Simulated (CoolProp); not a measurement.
Vapour-liquid equilibrium of R113 (1) + n-heptane (2) at 76.85 °C; x and y are mole fractions of (1).

The numbers come from the multi-fluid Helmholtz-energy mixture model, Marx 1992 and Span 2003; pair parameters Bell 2016 in CoolProp.

```csv
x,"bubble pressure, mixture model (MPa)","bubble pressure, Raoult's law (MPa)","y, mixture model","y, Raoult's law"
0.05,0.06360,0.06098,0.226,0.200
0.2,0.09851,0.08980,0.568,0.542
0.35,0.1301,0.1186,0.724,0.718
0.5,0.1585,0.1474,0.816,0.826
0.65,0.1845,0.1762,0.881,0.898
0.8,0.2094,0.2051,0.934,0.950
0.95,0.2347,0.2339,0.983,0.989
```

The largest gap from Raoult's law is +9.7 % in bubble pressure, at x = 0.2. No azeotrope shows between x = 0.05 and 0.95.

Pair parameters are fitted to limited data, so mixtures are less certain than the pure fluids.
